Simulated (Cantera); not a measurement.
A closed system holds: 1 mol SiF4, 1.1 mol C2H4, 30 mol H2, at 1525 K and 4.70 mbar.

Method: chemical equilibrium by Gibbs-energy minimisation in Cantera with the NASA 1993 tables (ideal gas, pure condensed phases). Candidate condensed phases: C, C6H6, C7H8, C8H18, Si, SiC; 113 gas species. The tables' values for SiF3, SiF2 are old estimates; treat these amounts as uncertain. Rates play no part.

**Question.** What is the equilibrium state?

**Answer.** 
| Quantity | Result |
|---|---|
| x(H2) | 0.952 |
| x(HF) | 0.0203 |
| x(SiF4) | 0.0193 |
| x(SiF3) | 0.00607 |
| x(SiF2) | 0.00104 |
| x(SiHF3) | 0.000530 |
| x(H) | 0.000337 |
| x(C2H2 (acetylene)) | 1.15e-5 |
| x(CH4) | 9.72e-6 |
| n(C(graphite)) | 2.10 mol |
| n(SiC(s)) | 0.0974 mol |
| gas amount | 33.44 mol |
| log10 activity of Si(s) (absent) | -2.10 |
